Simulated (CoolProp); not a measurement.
Vapour-liquid equilibrium of propane (1) + R236EA (2) at 54.05 °C; x and y are mole fractions of (1).

Values from CoolProp's multi-fluid Helmholtz-energy mixture model, Lemmon 2009 and Rui 2013; pair parameters Bell 2016.

Problem. Give the bubble pressure and the first vapour's composition at x = 0.45, 0.55, 0.85. Is there an azeotrope?

Solution. x = 0.45: 1.533 MPa, y = 0.713; x = 0.55: 1.630 MPa, y = 0.749; x = 0.85: 1.841 MPa, y = 0.879. No azeotrope shows between x = 0.05 and 0.95.

The pair parameters rest on a limited set of measurements; away from them the model extrapolates.
